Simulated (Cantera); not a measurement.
Charge: 1 mol MgCl2, 1.4 mol H2O, 250 mol H2, at 1330 Pa.

Method: chemical equilibrium by Gibbs-energy minimisation in Cantera with the NASA 1993 tables (ideal gas, pure condensed phases). Candidate condensed phases: H2O, Mg, MgCl2, MgO, Mg(OH)2; 22 gas species. Kinetics and transport are ignored.

Which condensed phases are stable at each of these points (T (K)): 1273, 1373, 1473, 1573, 1673, 1773, 1873, 1973, 2073?


```tsv
T (K)	condensed phases	Mg condensed (%)
1273	MgO(s)	99.3
1373	MgO(s)	98.1
1473	MgO(s)	95.6
1573	MgO(s)	88.0
1673	MgO(s)	59.7
1773	gas only	0.0
1873	gas only	0.0
1973	gas only	0.0
2073	gas only	0.0
```

From 1273 K to 1673 K the condensed part is MgO(s). From 1773 K to 2073 K nothing is condensed.
